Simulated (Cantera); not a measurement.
Charge: 1 mol AlCl3, 22 mol O2, a varied amount of H2, held at 1925 °C and 14.0 mbar.

Cantera equilibrium calculation (NASA polynomials, part measured and part estimated; ideal gas, pure solids and liquids). Candidate condensed phases: Al, AlCl3, Al2O3, H2O; 29 gas species. The numbers say what is thermodynamically allowed, not how fast it happens.

At 9.2 mol H2, list the 5 most abundant gas species with their mole fractions, and the condensed phases.

O2 0.577, H2O 0.266, HCl 0.0649, Cl 0.0386, OH 0.0302. Condensed: Al2O3(s).
